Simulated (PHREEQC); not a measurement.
Consider water at 25 °C with 21 mmol/kgw Na2HAsO4 and 0.34 mmol/kgw K2SiO3. Closed to the air; pH follows from the charge balance.

Equilibrium calculation in PHREEQC: ion-association model, wateq4f.dat.

Precipitation was switched off in this run.

What pH, ionic strength does the model give?

pH 9.59; ionic strength 0.0647 mol/kgw.

In which forms is Si present?

H4SiO4 58 %, H3SiO4- 42 % of the Si.

Saturation is exceeded, for instance for Quartz (slow to form); the values hold only as long as no solid forms.
